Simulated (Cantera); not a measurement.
Source: NASA polynomial tables (part measured, part estimated), evaluated in Cantera. Values are per mole of reaction as written; species without (g) are pure solids or liquids, kept so even where they would boil at 1 bar.

Q: Between 1450 and 2250 K, where is each reaction favourable under standard conditions?
- B + 3 HCl(g) ⇌ BCl3(g) + 3 H(g)

A: 
- B + 3 HCl(g) ⇌ BCl3(g) + 3 H(g): ΔG° is 399 kJ at 1450 K and 312 kJ at 2250 K; it stays positive (K < 1). ΔH° is 563 kJ and ΔS° 112 J/K at 2250 K.
